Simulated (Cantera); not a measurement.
An isothermal, constant-pressure homogeneous reactor starts with H₂ : O₂ : N₂ = 0.4 : 1 : 0.91 (molar parts), equivalence ratio 0.20, at 1000 K and 1000 Pa.

Cantera simulation using the H2/O2 subset of GRI-Mech 3.0, which has no nitrogen chemistry; the numbers are that mechanism's predictions, not measurements. Radical loss at walls, strong at low pressure, is not modelled. The temperature is held fixed by assumption; the heat of reaction is taken as removed at once.

x: mole fraction; the columns are a selection and need not sum to one.

| t (s) | x H₂ | x O₂ | x H | x O | x H₂O₂ | x OH |
|---|---|---|---|---|---|---|
| 3.00e-5 | 0.173 | 0.433 | 1.59e-11 | <1e-12 | <1e-12 | <1e-12 |
| 0.000105 | 0.173 | 0.433 | 5.54e-11 | 6.38e-12 | <1e-12 | 4.02e-12 |
| 0.000370 | 0.173 | 0.433 | 2.45e-10 | 6.51e-11 | <1e-12 | 2.85e-11 |
| 0.00130 | 0.173 | 0.433 | 4.31e-9 | 1.52e-9 | <1e-12 | 5.85e-10 |
| 0.00456 | 0.173 | 0.433 | 3.09e-5 | 1.11e-5 | 1.77e-10 | 4.23e-6 |
| 0.0160 | 0.00786 | 0.363 | 0.0499 | 0.0236 | (withheld) | 0.00310 |
| 0.0562 | 0.00149 | 0.376 | 0.00320 | 0.00387 | (withheld) | 0.00126 |
| 0.197 | 7.07e-5 | 0.379 | 2.72e-5 | 0.000172 | (withheld) | 0.000244 |
| 0.693 | 4.63e-6 | 0.379 | 5.39e-7 | 1.26e-5 | (withheld) | 6.63e-5 |
| 2.43 | 5.71e-7 | 0.379 | 2.89e-8 | 1.79e-6 | (withheld) | 2.51e-5 |
| 8.54 | 1.06e-7 | 0.379 | 2.61e-9 | 3.62e-7 | (withheld) | 1.13e-5 |
| 30.0 | 2.42e-8 | 0.379 | 3.03e-10 | 8.62e-8 | (withheld) | 5.48e-6 |

Task: Fill in the missing entries.

Result: 
- 0.0160, x H₂O₂: 1.12e-7
- 0.0562, x H₂O₂: 2.14e-7
- 0.197, x H₂O₂: 1.58e-7
- 0.693, x H₂O₂: 5.34e-8
- 2.43, x H₂O₂: 1.73e-8
- 8.54, x H₂O₂: 5.78e-9
- 30.0, x H₂O₂: 1.88e-9
